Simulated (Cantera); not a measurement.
Charge: 1 mol AlN, a varied amount of HCl, at 898.15 K and 1.70e-5 bar.

These are equilibrium values from Cantera (NASA tables, ideal gas, pure condensed phases), not measurements of a reactor. Candidate condensed phases: Al, AlCl3, AlN, NH4Cl; 20 gas species. The numbers say what is thermodynamically allowed, not how fast it happens.

### Question
At 3.9 mol HCl, list the 4 most abundant gas species with their mole fractions, and the condensed phases.

### Answer
H2 0.385, AlCl3 0.256, HCl 0.231, N2 0.128. Condensed: gas only.
